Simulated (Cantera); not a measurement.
An adiabatic, constant-pressure homogeneous reactor starts with CO : H2 : CH4 : O2 : N2 = 1 : 0.036 : 0.053 : 0.63 : 2.37 (molar parts), at 1300 K and 760 Torr.

Computed with Cantera and GRI-Mech 3.0 (53 species, 325 reactions).

One state of this run: T (K) = 1613; x CO = 0.214; x H2 = 0.00270; x CH4 = 2.13e-6; x HCN = 7.78e-9; x CH3 = 1.91e-7. x: mole fraction; the columns are a selection and need not sum to one.

Which value of t (s) does it belong to?
A) 0.000168
B) 1.18e-5
C) 2.00e-6
D) 0.00579

A, 0.000168
